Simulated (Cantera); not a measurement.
A closed system holds: 1 mol SiCl4, a varied amount of NH3, at 0.250 bar.

These are equilibrium values from Cantera (NASA tables, ideal gas, pure condensed phases), not measurements of a reactor. Candidate condensed phases: NH4Cl, Si, Si3N4; 28 gas species. The tables' values for SiCl3 are old estimates. Kinetics and transport are ignored.

Stable condensed phases, one row left out:

```
T in K \ n(NH3) in mol
         1.4 1.9 2.4   3 3.9 4.9 6.3
   2025    A   A   A   A   A   A   A
   1950    A   A   A   A   A   A   A
   1875    A   A   A   A   A   A   B
   1800    A   A   A   A   B   B   B
   1650    B   B   B   B   B   B   B
   1575    B   B   B   B   B   B   B
   1500    B   B   B   B   B   B   B
   1425    B   B   B   B   B   B   B
   1350    B   B   B   B   B   B   B
   1275    B   B   B   B   B   B   B
   1200    B   B   B   B   B   B   B
   1125    B   B   B   B   B   B   B
   1050    B   B   B   B   B   B   B
```

A: gas only; B: Si3N4.

Give the row for 1725 K.

1.4: gas only; 1.9: gas only; 2.4: Si3N4; 3: Si3N4; 3.9: Si3N4; 4.9: Si3N4; 6.3: Si3N4.
